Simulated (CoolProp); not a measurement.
Vapour-liquid equilibrium of R124 (1) + R142b (2) at -43.95 °C; x and y are mole fractions of (1).

Model: multi-fluid Helmholtz-energy mixture model, de Vries 1995 and Lemmon 2006; pair parameters Bell 2016, in CoolProp.

Problem. Give the bubble pressure and the first vapour's composition at x = 0.05, 0.2, 0.95. Is there an azeotrope?

Solution. x = 0.05: 0.01919 MPa, y = 0.052; x = 0.2: 0.01931 MPa, y = 0.207; x = 0.95: 0.02095 MPa, y = 0.960. No azeotrope shows between x = 0.05 and 0.95.

Pair parameters are fitted to limited data, so mixtures are less certain than the pure fluids.
